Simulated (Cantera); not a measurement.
**Ignition delay**

Mixture: 13.0 % CH4, 5.97 % CO, 17.0 % O2, 64.0 % N2, at 2.00 bar, adiabatic and at constant volume. Ignition delay is the time to a rise of 400 K.

Computed with Cantera and GRI-Mech 3.0 (53 species, 325 reactions).

```tsv
T0 (K)	delay (ms)
1100	233
1200	46.1
1300	10.9
1400	2.94
1500	0.908
1600	0.324
1700	0.134
1800	0.0633
1900	0.0335
```

```json
{
 "apparent activation energy between 1700 and 1900 K": "190 kJ/mol"
}
```
